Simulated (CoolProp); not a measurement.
Saturation properties of hexamethyldisiloxane (MM) (Tc = 518.7 K, pc = 1.931 MPa, ω = 0.418).

Model: reference Helmholtz-energy equation of state, Thol 2016, in CoolProp.

```tsv
T (K)	p (MPa)	liquid density (kg/m³)	enthalpy of vaporisation (kJ/kg)	vapour Z	surface tension (mN/m)
307.7	0.008883	(withheld)	224.5	0.9888	14.6
321.6	0.01646	734.4	218.2	0.9825	13.4
335.6	0.02874	719.0	(withheld)	0.9740	12.2
349.5	0.04736	703.3	205.0	0.9629	11.0
363.5	0.07470	687.0	198.0	0.9488	9.86
377.4	0.1128	670.3	190.7	0.9316	8.75
391.4	0.1649	652.8	183.0	0.9106	7.67
405.3	0.2333	634.5	174.9	0.8858	6.62
419.3	0.3221	(withheld)	166.1	0.8564	5.60
```

### Question
What belongs in the gaps?

### Answer

- 307.7, liquid density (kg/m³): 749.4
- 335.6, enthalpy of vaporisation (kJ/kg): 211.6
- 419.3, liquid density (kg/m³): 615.1

It boils at 373.7 K under 1 atm.

Surface tension comes from a separate correlation (Mulero 2014), older than this fluid's equation and unchecked against measurements.
